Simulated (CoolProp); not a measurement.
R1224YDZ along the isobar 4.17 MPa: Z from the reference equation and from simpler models built on Tc = 155.5 °C, pc = 3.334 MPa, ω = 0.325; each cubic takes its own stable root.

Values from CoolProp's reference Helmholtz-energy equation of state, Akasaka 2023.

| T (°C) | phase | reference | van der Waals | Redlich-Kwong | Soave-Redlich-Kwong | Peng-Robinson |
|---|---|---|---|---|---|---|
| 83.55 | liquid | 0.1735 | 0.2830 | 0.2057 | 0.1958 | 0.1732 |
| 96.45 | liquid | 0.1739 | 0.2822 | 0.2078 | 0.1979 | 0.1751 |
| 109.45 | liquid | 0.1755 | 0.2831 | 0.2117 | 0.2020 | 0.1790 |
| 122.35 | liquid | 0.1788 | 0.2861 | 0.2181 | 0.2089 | 0.1855 |
| 135.35 | liquid | 0.1847 | 0.2921 | 0.2284 | 0.2205 | 0.1965 |
| 148.25 | liquid | 0.1954 | 0.3029 | 0.2458 | 0.2411 | 0.2164 |
| 161.15 | supercritical | 0.2222 | 0.3231 | 0.2806 | 0.2886 | 0.2634 |
| 174.15 | supercritical | 0.4186 | 0.3712 | 0.3881 | 0.4500 | 0.4233 |
| 187.05 | supercritical | 0.5594 | 0.4853 | 0.5194 | 0.5729 | 0.5425 |
| 199.95 | supercritical | 0.6342 | 0.5715 | 0.5946 | 0.6459 | 0.6148 |
